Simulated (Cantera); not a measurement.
Feed: 1 mol CH3SiCl3, 0.49 mol C2H2, 2.6 mol H2, 0.025 mol HCl, at 1330 Pa.

These are equilibrium values from Cantera (NASA tables, ideal gas, pure condensed phases), not measurements of a reactor. Candidate condensed phases: C, C6H6, C7H8, C8H18, Si, SiC; 109 gas species. The feed counts by its element totals alone. Kinetics and transport are ignored.

Problem. What share of the Si ends up in condensed phases as a function of T (K), at 1050, 1150, 1250, 1350, 1450, 1550, 1650, 1750, 1850?

Solution. 
| T (K) | Si condensed (%) | as |
|---|---|---|
| 1050 | 60.3 | SiC(s) |
| 1150 | 75.4 | SiC(s) |
| 1250 | 86.9 | SiC(s) |
| 1350 | 92.2 | SiC(s) |
| 1450 | 92.8 | SiC(s) |
| 1550 | 91.2 | SiC(s) |
| 1650 | 88.4 | SiC(s) |
| 1750 | 85.0 | SiC(s) |
| 1850 | 81.1 | SiC(s) |
